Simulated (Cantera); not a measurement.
A freely propagating, adiabatic, planar premixed flame of H2 : O2 : N2 = 1 : 0.455 : 1.55 (molar parts), equivalence ratio 1.1, unburnt at 475 K and 158 Torr; mixture-averaged transport, grid criteria slope 0.08 and curve 0.16, no radiation.

Detailed kinetics in Cantera: the H2/O2 subset of GRI-Mech 3.0, which has no nitrogen chemistry. Burning velocities carry a grid error of a few per cent, more on coarse grids.

Task: How do the results move with these cheaper or finer settings: unity-Lewis-number transport; multicomponent transport; multicomponent+Soret transport; grid criteria slope 0.5, curve 1; grid criteria slope 0.25, curve 0.5; grid criteria slope 0.03, curve 0.06?

Result: 
```
setting                               laminar burning velocity  thermal thickness  peak x(H)  peak x(O)  grid points
------------------------------------  ------------------------  -----------------  ---------  ---------  -----------
as above                                              485 cm/s            3.21 mm     0.0929     0.0144          142
unity-Lewis-number transport                          306 cm/s            2.40 mm     0.0980     0.0145          131
multicomponent transport                              474 cm/s            3.20 mm     0.0925     0.0144          142
multicomponent+Soret transport                        452 cm/s            3.15 mm     0.0904     0.0143          142
grid criteria slope 0.5, curve 1                      552 cm/s            4.02 mm     0.0944     0.0148           47
grid criteria slope 0.25, curve 0.5                   513 cm/s            3.55 mm     0.0936     0.0145           75
grid criteria slope 0.03, curve 0.06                  479 cm/s            3.14 mm     0.0924     0.0142          300
```
The base run took about 1.7 core-seconds (a rough figure).
Unity Lewis numbers drop preferential diffusion, which matters most where H2 and H carry the flame; Soret adds thermal diffusion.
